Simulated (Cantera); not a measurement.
Charge: 1 mol Si, 0.0075 mol O2, 290 mol N2, at 9.30 bar.

Method: chemical equilibrium by Gibbs-energy minimisation in Cantera with the NASA 1993 tables (ideal gas, pure condensed phases). Candidate condensed phases: Si, SiO2, Si2N2O, Si3N4; 16 gas species. Mutual solubility and eutectic melting of coexisting phases are not modelled. Equilibrium is a limit: real reactors are often held back by kinetics, nucleation or transport.

**Question.** Which condensed phases are stable at each of these points (T (K)): 1748, 1798, 1848, 1898, 1948, 1998, 2048, 2098, 2148?

**Answer.** 
```csv
T (K),condensed phases,Si condensed (%)
1748,Si2N2O(s) + Si3N4(s),100.0
1798,Si2N2O(s) + Si3N4(s),99.9
1848,Si2N2O(s) + Si3N4(s),99.7
1898,Si2N2O(s) + Si3N4(s),99.3
1948,Si3N4(s),98.5
1998,Si3N4(s),98.5
2048,Si3N4(s),98.5
2098,Si3N4(s),98.4
2148,Si3N4(s),98.2
```

From 1748 K to 1898 K the condensed part is Si2N2O(s) + Si3N4(s). From 1948 K to 2148 K the condensed part is Si3N4(s).
